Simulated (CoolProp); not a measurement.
Vapour-liquid equilibrium of ethylbenzene (1) + p-xylene (2) at 173.05 °C; x and y are mole fractions of (1).

The numbers come from the multi-fluid Helmholtz-energy mixture model, Zhou 2012 and Zhou 2012; pair parameters Bell 2016 in CoolProp.

Question: Give the bubble pressure and the first vapour's composition at x = 0.05, 0.425, 0.8. Is there an azeotrope?

Answer: x = 0.05: 0.2369 MPa, y = 0.053; x = 0.425: 0.2423 MPa, y = 0.436; x = 0.8: 0.2462 MPa, y = 0.806. No azeotrope shows between x = 0.05 and 0.95.

Pair parameters are fitted to limited data, so mixtures are less certain than the pure fluids.
